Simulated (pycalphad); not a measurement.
CALPHAD calculation (pycalphad, COST 507 light-alloy database (1999)), 1 atm. The data set is of 1999 and partly superseded. Diffusion is slow at the low end, where real alloys seldom reach equilibrium.

Molar enthalpy of Ti-2.391Hf-0.1114B (wt.%) in equilibrium (SER reference):

```tsv
T (°C)	H (kJ/mol)	phases
2577	111.48	LIQUID
2427	104.55	LIQUID
2277	97.62	LIQUID
2127	90.69	LIQUID
1977	83.76	LIQUID
1827	76.83	LIQUID
1727	72.21	LIQUID
1677	69.90	LIQUID
1527	49.81	BCC_A2 + BM
1477	48.04	BCC_A2 + BM
1377	44.61	BCC_A2 + BM
1227	39.70	BCC_A2 + BM
1077	35.02	BCC_A2 + BM
927	30.52	BCC_A2 + BM
777	21.55	HCP_A3 + BM
627	16.65	HCP_A3 + BM
477	11.97	HCP_A3 + BM
327	7.50	HCP_A3 + BM
```

Cooling from 1677 °C to 1527 °C, across the freezing range, releases 20.1 kJ/mol, or 414 J/g. The slope is 46 J/(mol K) in the liquid and 35 J/(mol K) just below the solidus, where it includes any heat of precipitation. Liquidus 1656 °C, solidus 1541 °C. Changes were sought between steps of 50 K, so a narrower field can be missed.

Database names, with the compositions (at.%) that they take in these runs: BM: Ti 50 B 50. BCC_A2 is bcc; HCP_A3 is hcp.
